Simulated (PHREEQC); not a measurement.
Dissolve 0.25 mol K2CO3, 0.00032 mol Al(NO3)3 and 0.00026 mol CO2 per kg of water at 25 °C. Closed to the air; pH follows from the charge balance.

The numbers come from PHREEQC with the ion-association model, phreeqc.dat.

```
Property                   Value
-----------------  -------------
pH                         11.41
ionic strength     0.744 mol/kgw
activity of water          0.987
density              1.027 g/cm³
total alkalinity      500 meq/kg
```

```tsv
species	molality	activity	log γ
K+	0.500	0.308	-0.210
CO3-2	0.244	0.0492	-0.696
HCO3-	0.00608	0.00407	-0.174
OH-	0.00428	0.00257	-0.221
NO3-	0.000960	0.000555	-0.238
Al(OH)4-	0.000320	0.000205	-0.193
CO2	3.03e-8	3.60e-8	0.074
```

Precipitation was switched off in this run. The ionic strength is past about 0.7 mol/kgw, beyond the range of this activity model, so the values are rough. Species that the database lacks are ignored.
